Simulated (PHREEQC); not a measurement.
## Acid rinse or clean (model solution)

Make-up at 25 °C: 0.013 mol/kgw HCl and 0.44 mol/kgw NaCl. Closed to the air; pH follows from the charge balance.

The numbers come from PHREEQC with the ion-association model, phreeqc.dat.

* **pH**: 2.00
* **ionic strength**: 0.453 mol/kgw
* **activity of water**: 0.985
* **specific conductance**: 44000 µS/cm
* **density**: 1.015 g/cm³
* **total alkalinity**: -13.0 meq/kg

```csv
species,molality,activity,log γ
Cl-,0.453,0.297,-0.183
Na+,0.440,0.316,-0.143
H+,0.0130,0.00998,-0.115
```

Precipitation was switched off in this run.
